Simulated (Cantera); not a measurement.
Input: 1 mol SiH2Cl2, 0.11 mol Cl2, 7.5 mol N2, equilibrated at 1050 °C and 1000 Pa.

Method: chemical equilibrium by Gibbs-energy minimisation in Cantera with the NASA 1993 tables (ideal gas, pure condensed phases). N2 is the only nitrogen source here; it is nearly inert below about 1500 K, so the nitride shown seldom forms there in practice. The tables' values for SiCl3 are old estimates; treat these amounts as uncertain. Equilibrium is a limit: real reactors are often held back by kinetics, nucleation or transport.

| species | before | after |
|---|---|---|
| N2 | 0.783 | 0.777 |
| SiCl2 | 0.00494 | 0.0768 |
| HCl | 0.158 | 0.0749 |
| H2 | 0.0329 | 0.0684 |
| SiCl4 | 0.0171 | 0.000109 |
| Si | <1e-9 | 1.13e-5 |
| SiCl | 7.42e-9 | 6.19e-5 |
| H | 2.88e-6 | 0.000304 |
| Cl | 1.16e-5 | 0.000260 |
| SiHCl3 | 0.000180 | 1.80e-5 |
| SiCl3 | 0.00393 | 0.00201 |
| Si3N4(s), mol | 0.256 | 0.0849 |
Gas species are given as mole fractions.

Question: Name the change that produced these shifts.
(A) temperature from 1050 °C to 802 °C
(B) temperature from 1050 °C to 600 °C
(C) temperature from 1050 °C to 1402 °C
(D) pressure from 1000 Pa to 280 Pa

Answer: C, temperature from 1050 °C to 1402 °C. The tables' values for SiCl3, SiCl are old estimates; treat these amounts as uncertain
